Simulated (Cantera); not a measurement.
Charge: 1 mol B₂O₃, 0.44 mol NH₃, at 2248 K and 76.0 Pa.

Equilibrium computed with Cantera from the NASA thermochemical tables; the gas is ideal and each condensed phase is pure. Candidate condensed phases: B, BN, B₂O₃, B₃O₃H₃, H₂O; 39 gas species. Rates play no part.

Base state: B₂O₃ 0.267, BO 0.169, HBO₂ 0.153, H₂ 0.148, H 0.103, N₂ 0.0998, HBO 0.0209, BO₂ 0.0190 (mole fractions); condensed: gas only.

Problem. What changes in the equilibrium state with this change: pressure from 76.0 Pa to 48.0 mbar?

Solution. 
| species | before | after |
|---|---|---|
| B₂O₃ | 0.267 | 0.376 |
| H₂ | 0.148 | 0.233 |
| HBO₂ | 0.153 | 0.131 |
| BO | 0.169 | 0.0437 |
| H | 0.103 | 0.0162 |
| BO₂ | 0.0190 | 0.00164 |
| B₂O₂ | 0.00578 | 0.0244 |
| HBO | 0.0209 | 0.0538 |
| H₂O | 0.0129 | 0.00677 |
| N₂ | 0.0998 | 0.113 |
| O₂ | 2.34e-5 | 4.12e-8 |
| O | 0.000640 | 3.38e-6 |

Problem. What changes in the equilibrium state with this change: pressure from 76.0 Pa to 0.100 bar?

Solution. 
```
species    before    after
-------  --------  -------
B₂O₃        0.267    0.384
H₂          0.148    0.238
HBO₂        0.153    0.129
BO          0.169   0.0318
H           0.103   0.0113
BO₂        0.0190  0.00110
B₂O₂      0.00578   0.0269
HBO        0.0209   0.0572
H₂O        0.0129  0.00641
N₂         0.0998    0.114
O₂        2.34e-5  1.69e-8
O        0.000640  1.50e-6
```
